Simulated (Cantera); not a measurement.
Charge: 1 mol Pb, 0.058 mol H₂, equilibrated at 1025 K and 48.0 Torr.

Equilibrium computed with Cantera from the NASA thermochemical tables; the gas is ideal and each condensed phase is pure. Candidate condensed phases: Pb; 4 gas species. The numbers say what is thermodynamically allowed, not how fast it happens.

Base state: H₂ 1.000, Pb 0.000435 (mole fractions); condensed: Pb(l).

### Question
What changes in the equilibrium state with this change: Pb replaced by PbO?

### Answer
```csv
species,before,after
H₂O,0,0.999
Pb,0.000435,0.000435
H₂,1.000,0.000161
PbO,0,1.07e-5
"Pb(l), mol",1.000,0.0580
"PbO(yellow), mol",0,0.942
```
Mutual solubility and eutectic melting of coexisting phases are not modelled. Further candidate phases: H₂O, PbO, PbO₂, Pb₃O₄.
